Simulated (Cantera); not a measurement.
An adiabatic, constant-volume homogeneous reactor starts with H₂ : O₂ : N₂ = 1 : 0.505 : 1.9 (molar parts), equivalence ratio 0.99, at 950 K and 0.280 bar. Integrator tolerance rtol = 1e-08.

Model: the H2/O2 subset of GRI-Mech 3.0, which has no nitrogen chemistry, integrated in Cantera.

Q: What does this change do: H2 1 to 2.1 parts?

A: 
```json
[
 {"quantity": "time of steepest temperature rise", "before": "0.950 ms", "after": "1.14 ms"},
 {"quantity": "temperature at 0.500 s", "before": "2779 K", "after": "2679 K"},
 {"quantity": "equilibrium temperature", "before": "2779 K", "after": "2679 K"},
 {"quantity": "x(H₂) at 0.500 s", "before": "0.0456 (gas-phase equilibrium 0.0456)", "after": "0.256 (gas-phase equilibrium 0.256)"},
 {"quantity": "x(O₂) at 0.500 s", "before": "0.0178 (gas-phase equilibrium 0.0178)", "after": "0.000220 (gas-phase equilibrium 0.000220)"},
 {"quantity": "x(HO₂) at 0.500 s", "before": "6.42e-6 (gas-phase equilibrium 6.42e-6)", "after": "1.83e-7 (gas-phase equilibrium 1.83e-7)"},
 {"quantity": "x(OH) at 0.500 s", "before": "0.0297 (gas-phase equilibrium 0.0297)", "after": "0.00739 (gas-phase equilibrium 0.00739)"},
 {"quantity": "x(H) at 0.500 s", "before": "0.0191 (gas-phase equilibrium 0.0191)", "after": "0.0316 (gas-phase equilibrium 0.0316)"},
 {"quantity": "x(H₂O₂) at 0.500 s", "before": "3.57e-7 (gas-phase equilibrium 3.57e-7)", "after": "3.03e-8 (gas-phase equilibrium 3.03e-8)"}
]
```
